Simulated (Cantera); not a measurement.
Input: 1 mol SiH2Cl2, 0.014 mol Cl2, 170 mol H2, held at 1.60 mbar.

Method: chemical equilibrium by Gibbs-energy minimisation in Cantera with the NASA 1993 tables (ideal gas, pure condensed phases). Candidate condensed phases: Si; 19 gas species. Gases not in the tables: Si2H6 and higher silanes. Rates play no part.

Q: What share of the Si ends up in condensed phases as a function of T (°C), at 927, 977, 1027, 1077, 1127, 1177, 1227, 1277, 1327, 1377, 1427, 1477?

A: 
| T (°C) | Si condensed (%) | as |
|---|---|---|
| 927 | 94.8 | Si(s) |
| 977 | 94.5 | Si(s) |
| 1027 | 94.2 | Si(s) |
| 1077 | 94.0 | Si(s) |
| 1127 | 93.7 | Si(s) |
| 1177 | 93.4 | Si(s) |
| 1227 | 93.0 | Si(s) |
| 1277 | 92.5 | Si(s) |
| 1327 | 91.4 | Si(s) |
| 1377 | 89.1 | Si(s) |
| 1427 | 84.0 | Si(l) |
| 1477 | 74.7 | Si(l) |
